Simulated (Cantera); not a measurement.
Input: 1 mol AlI₃, 19 mol O₂, 80 mol N₂, equilibrated at 1000 Pa.

Method: chemical equilibrium by Gibbs-energy minimisation in Cantera with the NASA 1993 tables (ideal gas, pure condensed phases). Candidate condensed phases: Al, AlI₃, AlN, Al₂O₃, I₂; 21 gas species. The numbers say what is thermodynamically allowed, not how fast it happens. All values below are at 1150 K.

Base state: N₂ 0.790, O₂ 0.180, I 0.0291, I₂ 0.000246, NO 0.000122 (mole fractions); condensed: Al₂O₃(s).

What changes in the equilibrium state with this change: pressure from 1000 Pa to 100000 Pa?


| species | before | after |
|---|---|---|
| N₂ | 0.790 | 0.796 |
| O₂ | 0.180 | 0.181 |
| I | 0.0291 | 0.0157 |
| I₂ | 0.000246 | 0.00709 |
| NO | 0.000122 | 0.000123 |
| Al₂O₃(s), mol | 0.500 | 0.500 |
